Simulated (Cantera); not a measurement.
Charge: 1 mol Al₂O₃, 0.052 mol H₂, at 11.0 mbar.

Cantera equilibrium calculation (NASA polynomials, part measured and part estimated; ideal gas, pure solids and liquids). Candidate condensed phases: Al, Al₂O₃, H₂O; 19 gas species. Kinetics and transport are ignored.

Problem. Which condensed phases are stable at each of these points (T (°C)): 1250, 1400, 1550, 1700, 1850, 2000, 2150, 2300, 2450, 2600?

Solution. 
```tsv
T (°C)	condensed phases	Al condensed (%)
1250	Al₂O₃(s)	100.0
1400	Al₂O₃(s)	100.0
1550	Al₂O₃(s)	100.0
1700	Al₂O₃(s)	100.0
1850	Al₂O₃(s)	100.0
2000	Al₂O₃(s)	100.0
2150	Al₂O₃(l)	100.0
2300	Al₂O₃(l)	99.9
2450	Al₂O₃(l)	99.8
2600	Al₂O₃(l)	99.6
```

From 1250 °C to 2000 °C the condensed part is Al₂O₃(s). From 2150 °C to 2600 °C the condensed part is Al₂O₃(l).
